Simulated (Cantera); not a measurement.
Input: 1 mol CH3F, 0.057 mol HCl, 0.065 mol H2, equilibrated at 3075 °C and 0.100 bar.

Equilibrium computed with Cantera from the NASA thermochemical tables; the gas is ideal and each condensed phase is pure. Candidate condensed phases: C, C6H6, C7H8, C8H18; 118 gas species. Equilibrium is a limit: real reactors are often held back by kinetics, nucleation or transport.

Base state: H 0.434, HF 0.301, H2 0.111, C3 0.0692, C2H 0.0155, C2H2 (acetylene) 0.0147, Cl 0.0130, F 0.0128 (mole fractions); condensed: gas only.

**Question.** What changes in the equilibrium state with this change: temperature from 3075 °C to 3175 °C?

**Answer.** 
```json
[
 {"species": "H", "before": "0.434", "after": "0.480"},
 {"species": "HF", "before": "0.301", "after": "0.277"},
 {"species": "H2", "before": "0.111", "after": "0.0838"},
 {"species": "C2H2 (acetylene)", "before": "0.0147", "after": "0.00799"},
 {"species": "C", "before": "0.00916", "after": "0.0145"},
 {"species": "F", "before": "0.0128", "after": "0.0199"},
 {"species": "C2", "before": "0.00807", "after": "0.0107"},
 {"species": "C2H", "before": "0.0155", "after": "0.0137"},
 {"species": "Cl", "before": "0.0130", "after": "0.0136"},
 {"species": "C3", "before": "0.0692", "after": "0.0680"},
 {"species": "C6H2", "before": "4.88e-5", "after": "1.36e-5"},
 {"species": "C4H2", "before": "0.000820", "after": "0.000318"},
 {"species": "C2HCl", "before": "2.11e-5", "after": "1.18e-5"}
]
```
